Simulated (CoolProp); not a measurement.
Vapour-liquid equilibrium of fluoroethane (R161) (1) + R1234yf (2) at 275 K; x and y are mole fractions of (1).

Computed with CoolProp (multi-fluid Helmholtz-energy mixture model, Wu 2012 and Lemmon 2022; pair parameters Bell 2016).

| x | bubble pressure, mixture model (MPa) | bubble pressure, Raoult's law (MPa) | y, mixture model | y, Raoult's law |
|---|---|---|---|---|
| 0.05 | 0.3447 | 0.3426 | 0.071 | 0.068 |
| 0.2 | 0.3693 | 0.3618 | 0.262 | 0.257 |
| 0.35 | 0.3920 | 0.3809 | 0.427 | 0.426 |
| 0.5 | 0.4126 | 0.4001 | 0.573 | 0.580 |
| 0.65 | 0.4308 | 0.4193 | 0.706 | 0.719 |
| 0.8 | 0.4467 | 0.4385 | 0.832 | 0.847 |
| 0.95 | 0.4602 | 0.4577 | 0.958 | 0.963 |

The largest gap from Raoult's law is +3.1 % in bubble pressure, at x = 0.5. No azeotrope shows between x = 0.05 and 0.95.

Pair parameters are fitted to limited data, so mixtures are less certain than the pure fluids.
